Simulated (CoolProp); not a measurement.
Model: reference Helmholtz-energy equation of state, Lemmon 2006, in CoolProp. It is a short technical equation, of lower accuracy than the large ones.

Task: For carbonyl sulfide, give the phase and the cv (kJ/(kg K)), Joule-Thomson coefficient (K/MPa) at 120.35 °C and 35.5 MPa; 150.15 °C and 35.5 MPa; 165.05 °C and 35.5 MPa.

Result: 
- 120.35 °C and 35.5 MPa: supercritical; cv 0.732, Joule-Thomson coefficient -0.0313
- 150.15 °C and 35.5 MPa: supercritical; cv 0.738, Joule-Thomson coefficient 0.140
- 165.05 °C and 35.5 MPa: supercritical; cv 0.741, Joule-Thomson coefficient 0.237
